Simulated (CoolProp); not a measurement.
Values from CoolProp's reference Helmholtz-energy equation of state, Lemmon 2006. It is a short technical equation, of lower accuracy than the large ones.

Problem. Give the vapour pressure (MPa), liquid density (kg/m³), vapour density (kg/m³), enthalpy of vaporisation (kJ/kg) of saturated nitrous oxide at 187.8, 246.9, 266.6 K.

Solution. 
```tsv
T (K)	p (MPa)	liquid density (kg/m³)	vapour density (kg/m³)	enthalpy of vaporisation (kJ/kg)
187.8	0.122	1220	3.53	371
246.9	1.48	1020	38.4	288
266.6	2.63	939	70.1	248
```
